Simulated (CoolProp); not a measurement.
1,2-dichloroethane along the isotherm 226.85 °C: fugacity coefficient from the reference equation and from simpler models built on Tc = 288.4 °C, pc = 5.226 MPa, ω = 0.269; each cubic takes its own stable root.

Values from CoolProp's reference Helmholtz-energy equation of state, Thol 2015.

```csv
p (MPa),phase,reference,van der Waals,Redlich-Kwong,Soave-Redlich-Kwong,Peng-Robinson
0.00826,gas,0.9992,0.9994,0.9993,0.9992,0.9991
0.0157,gas,0.9985,0.9988,0.9986,0.9985,0.9984
0.0297,gas,0.9971,0.9978,0.9973,0.9972,0.9969
0.0563,gas,0.9945,0.9958,0.9949,0.9946,0.9942
0.107,gas,0.9896,0.9920,0.9903,0.9898,0.9890
0.202,gas,0.9804,0.9849,0.9817,0.9808,0.9792
0.384,gas,0.9629,0.9713,0.9653,0.9636,0.9606
0.727,gas,0.9299,0.9456,0.9346,0.9314,0.9259
1.38,gas,0.8674,0.8969,0.8766,0.8704,0.8607
2.61,liquid,0.6750,0.8037,0.7667,0.6936,0.6750
```

At some of these states van der Waals, Redlich-Kwong gives the other phase, because its saturation line lies elsewhere.
